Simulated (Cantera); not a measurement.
Input: 1 mol borazine, 0.41 mol H2O, 200 mol H2, held at 133 Pa.

Method: chemical equilibrium by Gibbs-energy minimisation in Cantera with the NASA 1993 tables (ideal gas, pure condensed phases). Candidate condensed phases: B, BN, B2O3, B3O3H3, H2O; 39 gas species. The feed counts by its element totals alone. Mutual solubility and eutectic melting of coexisting phases are not modelled. The numbers say what is thermodynamically allowed, not how fast it happens.

### Question
What share of the B ends up in condensed phases as a function of T (K), at 948, 998, 1048, 1098, 1148, 1198, 1248, 1298, 1348, 1398, 1448?

### Answer
```
T (K)  B condensed (%)               as
-----  ---------------  ---------------
948              100.0  BN(s) + B2O3(l)
998              100.0  BN(s) + B2O3(l)
1048              99.9  BN(s) + B2O3(l)
1098              99.6  BN(s) + B2O3(l)
1148              99.1  BN(s) + B2O3(l)
1198              97.7  BN(s) + B2O3(l)
1248              94.1  BN(s) + B2O3(l)
1298              90.1            BN(s)
1348              88.6            BN(s)
1398              87.4            BN(s)
1448              86.7            BN(s)
```
